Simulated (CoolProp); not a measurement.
Values from CoolProp's reference Helmholtz-energy equation of state, de Vries 1995.

### Question
For R124, give the phase and the density (kg/m³), cp (kJ/(kg K)), speed of sound (m/s), viscosity (µPa s) at 423.5 K and 86.7 bar.

### Answer
- 423.5 K and 86.7 bar: supercritical; density 862, cp 1.54, speed of sound 199, viscosity 75.8

Viscosity comes from a separate model (Bell 2016), an estimate that may be off by 10 % or more.
